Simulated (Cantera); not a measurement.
# Fe(CO)5 + CO + N2 (iron carbonyl, mercury and lead vapours)

Charge: 1 mol Fe(CO)5, 0.4 mol CO, 1.2 mol N2, equilibrated at 725 °C.

Equilibrium computed with Cantera from the NASA thermochemical tables; the gas is ideal and each condensed phase is pure. Candidate condensed phases: C, Fe, Fe(CO)5, FeO, Fe2O3, Fe3O4; 27 gas species. The tables' stoichiometric FeO is somewhat more stable than real wüstite, so its field is too wide. FeO: taken at fixed stoichiometry. Condensed phases not in the tables: cementite and carbon dissolved in iron. Equilibrium is a limit: real reactors are often held back by kinetics, nucleation or transport.

```
P (Pa)    x CO     x CO2   x N2  n Fe(α)  n C(graphite)  n FeO(s)
-------  -----  --------  -----  -------  -------------  --------
10       0.818   3.96e-5  0.182     1.00              0         0
68       0.818  0.000269  0.182     1.00        0.00177         0
460      0.816   0.00181  0.182     1.00         0.0119         0
3200     0.804    0.0122  0.184     1.00         0.0797         0
22000    0.735    0.0703  0.195     1.00          0.433         0
150000   0.508     0.229  0.263        0           2.04      1.00
1000000  0.268     0.426  0.306        0           2.67      1.00
```
x: gas mole fraction; n: condensed amount in mol.

At 0.000100 bar the condensed part is Fe(α). From 0.000680 bar to 0.220 bar the condensed part is C(graphite) + Fe(α). From 1.50 bar to 10.0 bar the condensed part is C(graphite) + FeO(s).
